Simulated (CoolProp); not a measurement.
Vapour-liquid equilibrium of ethane (1) + n-butane (2) at -55.05 °C; x and y are mole fractions of (1).

Values from CoolProp's multi-fluid Helmholtz-energy mixture model, Bücker 2006 and Bücker 2006; pair parameters Kunz 2012.

```
x      bubble pressure (MPa)  y at the bubble point  dew pressure at overall composition x (MPa)  liquid density (mol/L)
-----  ---------------------  ---------------------  -------------------------------------------  ----------------------
0.05                 0.02784                  0.761                                     0.007285                   11.51
0.125                0.06030                  0.896                                     0.007902                   11.83
0.2                  0.09373                  0.938                                     0.008632                   12.17
0.275                 0.1278                  0.958                                     0.009511                   12.52
0.35                  0.1620                  0.970                                      0.01059                   12.89
0.425                 0.1963                  0.977                                      0.01194                   13.27
0.5                   0.2304                  0.983                                      0.01369                   13.66
0.575                 0.2641                  0.987                                      0.01604                   14.07
0.65                  0.2976                  0.990                                      0.01935                   14.49
0.725                 0.3309                  0.993                                      0.02440                   14.92
0.8                   0.3643                  0.995                                      0.03300                   15.37
0.875                 0.3984                  0.997                                      0.05098                   15.82
0.95                  0.4337                  0.999                                       0.1118                   16.29
```

No azeotrope shows between x = 0.05 and 0.95.

The pair parameters rest on a limited set of measurements; away from them the model extrapolates.
